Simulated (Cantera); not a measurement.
A Cantera script and its output.

```python
import numpy as np
import cantera as ct

surf = ct.Interface("diamond.yaml", "diamond_100")
gas, bulk = surf.adjacent["gas"], surf.adjacent["diamond"]
k = surf.kinetics_species_index(bulk.species_names[0])
cover = ["c6HH", "c6H*", "c6*H", "c6**", "c6HM", "c6B"]

rows, drift = [], 0.0
print(f"{'xCH3':>10s}{'um/h':>11s}" + "".join(f"{s:>11s}" for s in cover))
for v in [1e-06, 2.3e-06, 5.1e-06, 1.1e-05, 2.6e-05, 5.8e-05, 0.00013, 0.0003, 0.00067]:
    T, P, xH, xCH3 = 1325, 7600, 0.013, v
    gas.TPX = T, P, {"H": xH, "CH3": xCH3, "CH4": 0.014, "H2": 1 - xH - xCH3 - 0.014}
    surf.TP = bulk.TP = T, P
    surf.coverages = "c6H*:0.1, c6HH:0.9"
    surf.advance_coverages(100.0)
    before = surf.coverages
    surf.advance_coverages(100.0)
    drift = max(drift, np.max(np.abs(surf.coverages - before) / (surf.coverages + 1e-9)))
    rate = surf.net_production_rates[k] * bulk.mean_molecular_weight / bulk.density * 3.6e9
    rows.append([rate, *surf[cover].coverages])
    print(f"{v:10.4g}{rate:11.4e}" + "".join(f"{x:11.3e}" for x in rows[-1][1:]))
```

Result:

```
      xCH3       um/h       c6HH       c6H*       c6*H       c6**       c6HM        c6B
     1e-06 2.7760e-02  3.659e-01  5.207e-02  5.319e-01  5.017e-02  2.037e-06  7.533e-11
   2.3e-06 6.3847e-02  3.659e-01  5.207e-02  5.319e-01  5.017e-02  4.685e-06  1.733e-10
   5.1e-06 1.4157e-01  3.659e-01  5.207e-02  5.319e-01  5.016e-02  1.039e-05  3.842e-10
   1.1e-05 3.0531e-01  3.658e-01  5.207e-02  5.319e-01  5.016e-02  2.240e-05  8.285e-10
   2.6e-05 7.2146e-01  3.658e-01  5.207e-02  5.318e-01  5.014e-02  5.294e-05  1.958e-09
   5.8e-05 1.6085e+00  3.658e-01  5.206e-02  5.318e-01  5.010e-02  1.181e-04  4.365e-09
   0.00013 3.6009e+00  3.657e-01  5.204e-02  5.316e-01  5.002e-02  2.644e-04  9.771e-09
    0.0003 8.2860e+00  3.655e-01  5.200e-02  5.311e-01  4.983e-02  6.089e-04  2.248e-08
   0.00067 1.8391e+01  3.650e-01  5.191e-02  5.302e-01  4.942e-02  1.354e-03  4.990e-08
```

Cantera simulation using the Harris–Goodwin 1993 mechanism for the reconstructed diamond (100) surface; the numbers are that mechanism's predictions, not measurements.
